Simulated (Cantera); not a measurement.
What does this Cantera script print?

```python
import numpy as np
import cantera as ct

gas_names = """
    C CH CH2 CH3 CH2OH CH3O CH4 CH3OH CO CO2 COOH C2 C2H CHCO,ketyl C2H2,acetylene C2H2,vinylidene
    CH2CO,ketene C2H3,vinyl CH3CO,acetyl C2H4 C2H4O,ethylen CH3CHO,ethanal CH3COOH (HCOOH)2 C2H5 C2H6
    CH3OCH3 C2H5OH C2O C3 C3H3,propargyl C3H4,allene C3H4,propyne C3H4,cyclo- C3H5,allyl C3H6,propylene
    C3H6,cyclo- C3H6O C3H7,n-propyl C3H7,i-propyl C3H8 C3H8O,1propanol C3H8O,2propanol C3O2 C4 C4H2
    C4H4,1,3-cyclo- C4H6,butadiene C4H6,2-butyne C4H6,cyclo- C4H8,1-butene C4H8,cis2-buten
    C4H8,tr2-butene C4H8,isobutene C4H8,cyclo- (CH3COOH)2 C4H9,n-butyl C4H9,i-butyl C4H9,s-butyl
    C4H9,t-butyl C4H10,isobutane C4H10,n-butane C5 C5H6,1,3cyclo- C5H8,cyclo- C5H10,1-pentene
    C5H10,cyclo- C5H11,pentyl C5H11,t-pentyl C5H12,n-pentane C5H12,i-pentane CH3C(CH3)2CH3 C6H2
    C6H5,phenyl C6H5O,phenoxy C6H6 C6H5OH,phenol C6H10,cyclo- C6H12,1-hexene C6H12,cyclo- C6H13,n-hexyl
    C7H7,benzyl C7H8 C7H8O,cresol C7H14,1-heptene C7H15,n-heptyl C7H16,n-heptane C8H8,styrene
    C8H10,ethylbenz C8H16,1-octene C8H17,n-octyl C8H18,isooctane C8H18,n-octane C9H19,n-nonyl
    C10H8,naphthale C10H21,n-decyl C12H9,o-bipheny C12H10,bipheny H HCO HO2 H2 HCHO,formaldehy HCOOH H2O
    H2O2 O OH O2 O3 Ta TaO TaO2
""".split()
cond_names = """
    C(gr) C6H6(L) C7H8(L) C8H18(L),n-octa H2O(s) H2O(L) Ta(cr) Ta(L) TaC(s) TaC(L) Ta2O5(s) Ta2O5(L)
""".split()


def load(file, names, dense=False):
    # The tables refer to 1 bar. Condensed volumes are neglected.
    table = {s.name: s for s in ct.Species.list_from_file(file)}
    out = []
    for n in names:
        d = dict(table[n].input_data)
        d["thermo"] = dict(d["thermo"], **{"reference-pressure": 1e5})
        if dense:
            d["equation-of-state"] = {"model": "constant-volume", "density": "1e6 g/cm^3"}
        out.append(ct.Species.from_dict(d))
    return out


gas = ct.Solution(thermo="ideal-gas", species=load("nasa_gas.yaml", gas_names))
cond = {s.name: ct.Solution(thermo="fixed-stoichiometry", species=[s], name=s.name)
        for s in load("nasa_condensed.yaml", cond_names, dense=True)}
atoms = {
    'Ta2O5': {'Ta': 2, 'O': 5},
    'C': {'C': 1},
    'H2': {'H': 2},
}
top_T = {'C(gr)': 4500}  # K; cautious upper limits of use, not melting points


def equilibrate(T, P, feed):
    n = {}
    for name, mol in feed.items():
        for a, k in atoms[name].items():
            n[a] = n.get(a, 0.0) + k * mol
    gas.TPX = T, P, n
    mass = sum(n.values()) * gas.mean_molecular_weight
    gas.equilibrate("TP")
    valid = [c for c in cond.values() if c.min_temp <= T <= top_T.get(c.name, c.max_temp)]
    mix = ct.Mixture([(gas, mass / gas.mean_molecular_weight)] + [(c, 0.0) for c in valid])
    mix.T, mix.P = T, P
    mix.equilibrate("TP", solver="vcs", rtol=1e-11, max_steps=5000)
    return mix


results = []
feed = {'Ta2O5': 1, 'C': 0.73, 'H2': 3.1}  # mol
T = 2450  # K
P = 133.322  # Pa
mix = equilibrate(T, P, feed)
results.append((T, P, feed, dict(zip(mix.species_names, mix.species_moles))))
x = sorted(zip(gas.X, gas.species_names), reverse=True)
print(f"T = {T:g} K  P = {P:g} Pa  gas = {mix.phase_moles(0):.4g} mol")
print("   x: " + "  ".join(f"{s} {v:.3e}" for v, s in x if v > 0.0001))
print("   condensed (mol): " + ("  ".join(f"{mix.phase(i).name} {mix.phase_moles(i):.4g}"
      for i in range(1, mix.n_phases) if mix.phase_moles(i) > 1e-12) or "none"))
```

Output:

```
T = 2450 K  P = 133.322 Pa  gas = 6.096 mol
   x: H2 3.421e-01  H 3.218e-01  TaO2 1.881e-01  CO 1.195e-01  TaO 2.169e-02  H2O 5.040e-03  OH 9.265e-04  O 5.784e-04  CO2 2.906e-04
   condensed (mol): Ta2O5(L) 0.3605
```

Method: chemical equilibrium by Gibbs-energy minimisation in Cantera with the NASA 1993 tables (ideal gas, pure condensed phases).
